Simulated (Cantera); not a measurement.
Thermodynamics of hydrogen reduction and annealing atmospheres, feed V2O5 + H2

Input: 1 mol V2O5, 110 mol H2, at 898 K and 75.0 Torr.

Method: chemical equilibrium by Gibbs-energy minimisation in Cantera with the NASA 1993 tables (ideal gas, pure condensed phases). Candidate condensed phases: H2O, V, VO, V2O3, V2O4, V2O5; 12 gas species. Condensed phases not in the tables: the oxides between V2O3 and V2O5 other than VO2. The numbers say what is thermodynamically allowed, not how fast it happens.

| Quantity | Value |
|---|---|
| x(H2) | 0.982 |
| x(H2O) | 0.0182 |
| n(V2O3(s)) | 1.00 mol |
| gas amount | 110.0 mol |
| log10 activity of V(s) (absent) | -8.80 |
| log10 activity of V2O5(s) (absent) | -16.15 |
